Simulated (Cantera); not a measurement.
A Cantera script and its output.

```python
import numpy as np
import cantera as ct

gas = ct.Solution("gri30.yaml")
gas.TPX = 1448, 130000, {'CH4': 1, 'O2': 1.43, 'N2': 14.3}
reactor = ct.IdealGasReactor(gas, energy="on", clone=False)
net = ct.ReactorNet([reactor])
net.rtol, net.atol = 1e-08, 1e-16
show = ['CH4', 'O2', 'CO', 'C2H', 'NO2']
times = np.geomspace(9e-06, 3, 16)

steps = ct.SolutionArray(gas, extra=["t"])
rows = []
print(f"{'t/s':>10s}{'T/K':>9s}{'P/Pa':>11s}" + "".join(f"{s:>11s}" for s in show))
for t in times:
    while net.time < t:
        t_next = net.step()
        steps.append(gas.state, t=t_next)
    rows.append([np.interp(t, steps.t, y) for y in (steps.T, steps.P, *steps(*show).X.T)])
    print(f"{t:10.3e}{rows[-1][0]:9.1f}{rows[-1][1]:11.4g}" + "".join(f"{x:11.3e}" for x in rows[-1][2:]))
rate = np.gradient(steps.T, steps.t)
print("integrator steps:", len(steps.t))
if steps.T.max() > steps.T[0] + 200:
    print(f"time of steepest temperature rise: {steps.t[rate.argmax()]:.4e} s")
gas.TPX = 1448, 130000, {'CH4': 1, 'O2': 1.43, 'N2': 14.3}
gas.equilibrate("UV")
print(f"equilibrium (UV): T = {gas.T:.1f} K  " + "  ".join(f"{s} {gas[s].X[0]:.3e}" for s in show))
```

It prints:

```
       t/s      T/K       P/Pa        CH4         O2         CO        C2H        NO2
 9.000e-06   1448.0    1.3e+05  5.977e-02  8.548e-02  1.739e-12  6.369e-27  6.809e-22
 2.101e-05   1448.0    1.3e+05  5.977e-02  8.547e-02  1.872e-11  4.153e-25  1.065e-20
 4.905e-05   1448.0    1.3e+05  5.977e-02  8.547e-02  2.399e-10  3.036e-23  1.639e-19
 1.145e-04   1448.0    1.3e+05  5.977e-02  8.547e-02  3.814e-09  2.890e-21  2.718e-18
 2.673e-04   1448.0    1.3e+05  5.975e-02  8.546e-02  8.193e-08  3.939e-19  4.620e-17
 6.240e-04   1448.2    1.3e+05  5.966e-02  8.542e-02  2.116e-06  5.851e-17  6.658e-16
 1.457e-03   1450.2  1.302e+05  5.922e-02  8.517e-02  4.184e-05  5.567e-15  1.484e-14
 3.401e-03   1470.0  1.321e+05  5.569e-02  8.293e-02  9.851e-04  2.417e-12  8.550e-13
 7.939e-03   2420.2  2.251e+05  2.096e-13  6.869e-05  3.797e-02  5.390e-19  4.668e-09
 1.853e-02   2419.1   2.25e+05  2.139e-13  6.748e-05  3.800e-02  5.446e-19  7.615e-09
 4.327e-02   2418.4  2.249e+05  2.163e-13  6.686e-05  3.802e-02  5.480e-19  9.267e-09
 1.010e-01   2418.4  2.249e+05  2.165e-13  6.681e-05  3.802e-02  5.483e-19  9.414e-09
 2.358e-01   2418.4  2.249e+05  2.165e-13  6.681e-05  3.802e-02  5.483e-19  9.415e-09
 5.505e-01   2418.4  2.249e+05  2.165e-13  6.681e-05  3.802e-02  5.483e-19  9.415e-09
 1.285e+00   2418.4  2.249e+05  2.165e-13  6.681e-05  3.802e-02  5.483e-19  9.415e-09
 3.000e+00   2418.4  2.249e+05  2.165e-13  6.681e-05  3.802e-02  5.483e-19  9.415e-09
integrator steps: 2138
time of steepest temperature rise: 4.6589e-03 s
equilibrium (UV): T = 2418.4 K  CH4 2.467e-13  O2 6.681e-05  CO 3.802e-02  C2H 5.967e-19  NO2 9.415e-09
```

Detailed kinetics in Cantera: GRI-Mech 3.0 (53 species, 325 reactions).
